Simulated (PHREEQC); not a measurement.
Ca(OH)2 is added in steps, without added water, to 1 kg of water holding 0.21 mol KH2PO4 and 0.0004 mol HNO3, at 5 °C. O2 is buffered at 0.21 atm. The system is closed to CO2. Only these solids could form: Portlandite, Hydroxyapatite.

Base run: PHREEQC, ion-association model, wateq4f.dat. Each further column changes one thing. The table gives pH.

```json
[
 {"Ca(OH)2 added (mol)": "0", "base": "4.27", "metal-ligand complexes left out": "4.28", "Davies equation for every ion": "4.27", "database phreeqc.dat": "4.27", "Debye-Hückel limiting law": "4.12"},
 {"Ca(OH)2 added (mol)": "0.0125", "base": "5.61", "metal-ligand complexes left out": "5.56", "Davies equation for every ion": "5.62", "database phreeqc.dat": "5.61", "Debye-Hückel limiting law": "5.55"},
 {"Ca(OH)2 added (mol)": "0.025", "base": "5.80", "metal-ligand complexes left out": "5.80", "Davies equation for every ion": "5.81", "database phreeqc.dat": "5.80", "Debye-Hückel limiting law": "5.65"},
 {"Ca(OH)2 added (mol)": "0.05", "base": "6.12", "metal-ligand complexes left out": "6.15", "Davies equation for every ion": "6.14", "database phreeqc.dat": "6.12", "Debye-Hückel limiting law": "5.88"},
 {"Ca(OH)2 added (mol)": "0.0625", "base": "6.25", "metal-ligand complexes left out": "6.29", "Davies equation for every ion": "6.28", "database phreeqc.dat": "6.25", "Debye-Hückel limiting law": "5.99"},
 {"Ca(OH)2 added (mol)": "0.075", "base": "6.38", "metal-ligand complexes left out": "6.41", "Davies equation for every ion": "6.40", "database phreeqc.dat": "6.38", "Debye-Hückel limiting law": "6.09"},
 {"Ca(OH)2 added (mol)": "0.0875", "base": "6.50", "metal-ligand complexes left out": "6.54", "Davies equation for every ion": "6.52", "database phreeqc.dat": "6.50", "Debye-Hückel limiting law": "6.20"},
 {"Ca(OH)2 added (mol)": "0.1125", "base": "6.75", "metal-ligand complexes left out": "6.78", "Davies equation for every ion": "6.78", "database phreeqc.dat": "6.75", "Debye-Hückel limiting law": "6.43"},
 {"Ca(OH)2 added (mol)": "0.125", "base": "6.89", "metal-ligand complexes left out": "6.92", "Davies equation for every ion": "6.92", "database phreeqc.dat": "6.89", "Debye-Hückel limiting law": "6.56"},
 {"Ca(OH)2 added (mol)": "0.1375", "base": "7.05", "metal-ligand complexes left out": "7.09", "Davies equation for every ion": "7.08", "database phreeqc.dat": "7.05", "Debye-Hückel limiting law": "6.72"},
 {"Ca(OH)2 added (mol)": "0.15", "base": "7.26", "metal-ligand complexes left out": "7.29", "Davies equation for every ion": "7.29", "database phreeqc.dat": "7.26", "Debye-Hückel limiting law": "6.92"},
 {"Ca(OH)2 added (mol)": "0.175", "base": "9.05", "metal-ligand complexes left out": "9.07", "Davies equation for every ion": "9.10", "database phreeqc.dat": "9.02", "Debye-Hückel limiting law": "8.61"},
 {"Ca(OH)2 added (mol)": "0.1875", "base": "11.08", "metal-ligand complexes left out": "11.03", "Davies equation for every ion": "11.16", "database phreeqc.dat": "10.94", "Debye-Hückel limiting law": "10.37"},
 {"Ca(OH)2 added (mol)": "0.2", "base": "11.50", "metal-ligand complexes left out": "11.46", "Davies equation for every ion": "11.59", "database phreeqc.dat": "11.36", "Debye-Hückel limiting law": "10.76"}
]
```

H3PO4, which wateq4f.dat lacks, is added to it with the constant of phreeqc.dat. Constants without temperature data keep their 25 °C values here. phreeqc.dat and wateq4f.dat share most of their constants, so their agreement is no independent check. Solids allowed in the column 'database phreeqc.dat': Hydroxyapatite.
